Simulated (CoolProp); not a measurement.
Vapour-liquid equilibrium of R227EA (1) + n-butane (2) at 5.35 bar; x and y are mole fractions of (1).

Computed with CoolProp (multi-fluid Helmholtz-energy mixture model, Lemmon 2016 and Bücker 2006; pair parameters Bell 2016).

| x | bubble temperature, mixture model (K) | bubble temperature, Raoult's law (K) | y, mixture model | y, Raoult's law |
|---|---|---|---|---|
| 0.05 | ___ | 324.5 | ___ | 0.089 |
| 0.2 | 305.5 | 320.1 | 0.484 | 0.316 |
| 0.35 | 301.9 | 316.2 | ___ | 0.500 |
| 0.5 | 300.4 | 312.8 | ___ | 0.650 |
| 0.65 | ___ | 309.7 | 0.675 | 0.775 |
| 0.8 | 300.0 | 306.9 | 0.762 | 0.882 |
| 0.95 | ___ | 304.4 | 0.919 | 0.973 |

**Question.** What belongs in the gaps?

**Answer.** 
- 0.05, bubble temperature, mixture model (K): 317.3
- 0.05, y, mixture model: 0.220
- 0.35, y, mixture model: 0.569
- 0.5, y, mixture model: 0.619
- 0.65, bubble temperature, mixture model (K): 299.8
- 0.95, bubble temperature, mixture model (K): 302.1

The largest gap from Raoult's law is -14.6 K in bubble temperature, at x = 0.2. y crosses x between x = 0.65 and 0.8: the model has an azeotrope there.

Pair parameters are fitted to limited data, so mixtures are less certain than the pure fluids. With so large a gap from Raoult's law the liquid may split in two, which this calculation doesn't test in full.
